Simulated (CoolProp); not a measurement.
Saturated liquid density (kg/m³) of normal hydrogen: the reference equation beside estimates from Tc = 33.1 K, pc = 1296 kPa, ω = -0.219. Rackett uses Z = 0.29056 − 0.08775 ω.

The numbers come from the reference Helmholtz-energy equation of state, Leachman 2009 in CoolProp.

```
T (K)  reference  Rackett  van der Waals  Redlich-Kwong  Soave-Redlich-Kwong
-----  ---------  -------  -------------  -------------  -------------------
20.3       70.93    74.83          57.95          85.18                78.85
21.8       69.14    72.54          56.05          81.86                75.63
23.3       67.18    70.09          53.99          78.22                72.18
24.9       64.86    67.28            ___          73.93                68.19
26.4       62.39    64.39          49.08            ___                64.09
27.9       59.55    61.16          46.26          64.34                59.53
29.4         ___    57.39          42.97          58.44                54.33
30.9       51.73    52.69          38.92          51.24                48.06
32.5       43.92    44.77          32.50          40.16                38.54
```

**Question.** What belongs in the gaps?

**Answer.** 
- 24.9, van der Waals: 51.58
- 26.4, Redlich-Kwong: 69.43
- 29.4, reference: 56.14

Absolute difference from the reference over all 9 rows, mean and median: Rackett 3.4 and 3.2 %, van der Waals 21.7 and 21.3 %, Redlich-Kwong 11.3 and 11.3 %, Soave-Redlich-Kwong 6.5 and 7.1 %.
